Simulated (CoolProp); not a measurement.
Fluorine along the isotherm 122.2 K: density (kg/m³) from the reference equation and from simpler models built on Tc = 144.4 K, pc = 5240 kPa, ω = 0.045; each cubic takes its own stable root.

Model: reference Helmholtz-energy equation of state, de Reuck 1990, in CoolProp.

```
p (kPa)   phase  reference
-------  ------  ---------
238         gas      9.134
476         gas      18.78
714         gas      29.03
953         gas      40.05
1190        gas      51.84
1430        gas      64.89
1670        gas      79.41
1910     liquid       1184
2140     liquid       1187
2380     liquid       1189
2620     liquid       1192
```

How far does each simpler model (van der Waals, Redlich-Kwong, Peng-Robinson) lie from the reference over these 11 states: mean and median of the absolute difference, and the worst?


- van der Waals: mean 29.6 %, median 4.5 %, worst -92.5 % at 122.2 K and 1910 kPa
- Redlich-Kwong: mean 2.2 %, median 0.5 %, worst -5.7 % at 122.2 K and 1910 kPa
- Peng-Robinson: mean 3.1 %, median 1.0 %, worst +7.6 % at 122.2 K and 2620 kPa

At some of these states van der Waals gives the other phase, because its saturation line lies elsewhere.
